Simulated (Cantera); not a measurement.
A perfectly stirred reactor is fed with CH4 : C2H6 : C3H8 : O2 : N2 = 1 : 0.076 : 0.15 : 4.59 : 17.3 (molar parts), at 10.0 bar; it is adiabatic with a 800 K inlet, and is followed from long to short residence time, starting on the burning branch (τ in s: 0.044, 0.015, 0.0048, 0.0016, 0.00053, 0.00018, 5.8e-05, 1.9e-05, 6.4e-06).

Computed with Cantera and GRI-Mech 3.0 (53 species, 325 reactions). GRI-Mech 3.0 was tuned for natural gas; its chemistry of propane as a main component is partial and can be far from experiment.

One state of this run: T (K) = 2064; x CH4 = 0.000213; x C2H6 = 3.94e-6; x C3H8 = 7.55e-6; x H2O2 = 1.01e-6; x HO2 = 3.31e-5; x HCN = 2.87e-7; x C2H4 = 2.87e-5. x: mole fraction; the columns are a selection and need not sum to one.

Problem. Which value of τ (s) does it belong to?
A. 0.015
B. 1.9e-5
C. 5.8e-5
D. 6.4e-6

Solution. C, 5.8e-5
